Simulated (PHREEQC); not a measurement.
# Nickel, zinc or cadmium bath: speciation

Dissolve 0.0029 mol/kgw ZnSO4, 0.017 mol/kgw Na2SO4 and 6.7e-05 mol/kgw HCl at 80 °C. Closed to the air; pH follows from the charge balance.

The numbers come from PHREEQC with the ion-association model, phreeqc.dat.

Each row changes one thing in this solution. This is a speciation only: nothing precipitates in the calculation.

| case | pH | ionic strength (mol/kgw) | SO4-2 (mol/kgw) | HSO4- (mol/kgw) |
|---|---|---|---|---|
| as made | 4.83 | 0.0536 | 0.0167 | 5.12e-5 |
| Na2SO4 left out | 4.40 | 0.00885 | 0.00217 | 2.49e-5 |
| ZnSO4 from 0.0029 to 0.00029 mol/kgw | 4.83 | 0.0486 | 0.0156 | 4.95e-5 |
| ZnSO4 from 0.0029 to 0.00261 mol/kgw | 4.83 | 0.0531 | 0.0166 | 5.10e-5 |
| ZnSO4 replaced by MgSO4 at the same molality | 4.84 | 0.0515 | 0.0163 | 4.97e-5 |
| ZnSO4 from 0.0029 to 0.00058 mol/kgw | 4.83 | 0.0492 | 0.0158 | 4.97e-5 |
| Na2SO4 from 0.017 to 0.0255 mol/kgw | 4.92 | 0.0760 | 0.0237 | 5.43e-5 |

Species that the database lacks are ignored. Constants without temperature data keep their 25 °C values here.
